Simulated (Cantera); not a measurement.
A Cantera script and what it prints.

```python
import numpy as np
import cantera as ct

gas_names = """
    CL CL2 H HCL H2 N NH NH2 NH3 N2 N2H2 N2H4 Si SiCL SiCL2 SiCL3 SiCL4 SiH SiHCL3 SiH2 SiH2CL2 SiH3
    SiH3CL SiH4 SiN Si2 Si2N Si3
""".split()
cond_names = """
    NH4CL(a) NH4CL(b) Si(cr) Si(L) Si3N4(a)
""".split()


def load(file, names, dense=False):
    # The tables refer to 1 bar. Condensed volumes are neglected.
    table = {s.name: s for s in ct.Species.list_from_file(file)}
    out = []
    for n in names:
        d = dict(table[n].input_data)
        d["thermo"] = dict(d["thermo"], **{"reference-pressure": 1e5})
        if dense:
            d["equation-of-state"] = {"model": "constant-volume", "density": "1e6 g/cm^3"}
        out.append(ct.Species.from_dict(d))
    return out


gas = ct.Solution(thermo="ideal-gas", species=load("nasa_gas.yaml", gas_names))
cond = {s.name: ct.Solution(thermo="fixed-stoichiometry", species=[s], name=s.name)
        for s in load("nasa_condensed.yaml", cond_names, dense=True)}
atoms = {
    'SiH2Cl2': {'Si': 1, 'H': 2, 'CL': 2},
    'N2': {'N': 2},
}
top_T = {'Si3N4(a)': 2400}  # K; cautious upper limits of use, not melting points


def equilibrate(T, P, feed):
    n = {}
    for name, mol in feed.items():
        for a, k in atoms[name].items():
            n[a] = n.get(a, 0.0) + k * mol
    gas.TPX = T, P, n
    mass = sum(n.values()) * gas.mean_molecular_weight
    gas.equilibrate("TP")
    valid = [c for c in cond.values() if c.min_temp <= T <= top_T.get(c.name, c.max_temp)]
    mix = ct.Mixture([(gas, mass / gas.mean_molecular_weight)] + [(c, 0.0) for c in valid])
    mix.T, mix.P = T, P
    mix.equilibrate("TP", solver="vcs", rtol=1e-11, max_steps=5000)
    return mix


results = []
feed = {'SiH2Cl2': 1, 'N2': 8.7}  # mol
P = 15  # Pa
for T in [700, 775, 850, 925, 1000, 1075, 1150, 1225, 1300, 1375, 1450, 1525, 1600]:
    mix = equilibrate(T, P, feed)
    results.append((T, P, feed, dict(zip(mix.species_names, mix.species_moles))))

top = {s: max(r[3][s] / sum(r[3][g] for g in gas_names) for r in results) for s in gas_names}
cols = sorted((s for s in top if top[s] > 0.0001), key=lambda s: -top[s])[:7]
seen = [c for c in cond_names if any(r[3].get(c, 0) > 1e-12 for r in results)]
print("log10 of partial pressures in bar; condensed amounts in mol")
print(f"{'T/K':>10s}" + "".join(f"{s[:9]:>10s}" for s in cols + seen))
for T, P, feed, n in results:
    ng = sum(n[g] for g in gas_names)
    print(f"{T:10.4g}" + "".join(f"{np.log10(max(n[s] / ng * P / 1e5, 1e-99)):10.3f}" for s in cols)
          + "".join(f"{n.get(c, 0):10.4g}" for c in seen))
```

It prints:

```
log10 of partial pressures in bar; condensed amounts in mol
       T/K        N2       HCL        H2     SiCL2     SiCL4     SiCL3         H    Si(cr)  Si3N4(a)
       700    -3.911    -4.728    -5.245   -14.520    -5.546   -11.292   -16.220         0    0.2703
       775    -3.912    -4.700    -5.296   -12.490    -5.597   -10.120   -14.652         0    0.2772
       850    -3.913    -4.680    -5.339   -10.823    -5.640    -9.157   -13.358         0    0.2825
       925    -3.913    -4.665    -5.376    -9.431    -5.678    -8.354   -12.272         0    0.2866
      1000    -3.914    -4.654    -5.407    -8.252    -5.713    -7.674   -11.348         0    0.2897
      1075    -3.914    -4.646    -5.431    -7.246    -5.754    -7.100   -10.549         0    0.2911
      1150    -3.915    -4.645    -5.438    -6.399    -5.839    -6.638    -9.846         0     0.287
      1225    -3.916    -4.665    -5.394    -5.748    -6.095    -6.371    -9.203         0    0.2656
      1300    -3.917    -4.732    -5.269    -5.358    -6.689    -6.410    -8.591         0    0.2202
      1375    -3.917    -4.848    -5.132    -5.156    -7.501    -6.659    -8.031         0    0.1666
      1450    -3.916    -4.997    -5.032    -5.040    -8.357    -6.980    -7.540         0    0.1186
      1525    -3.915    -5.161    -4.969    -4.971    -9.197    -7.321    -7.110         0   0.08127
      1600    -3.914    -5.229    -4.960    -4.961    -9.798    -7.575    -6.745     0.205         0
```

Cantera equilibrium calculation (NASA polynomials, part measured and part estimated; ideal gas, pure solids and liquids). N2 is the only nitrogen source here; it is nearly inert below about 1500 K, so the nitride shown seldom forms there in practice. The tables' values for SiCl3, SiCl are old estimates; treat these amounts as uncertain.
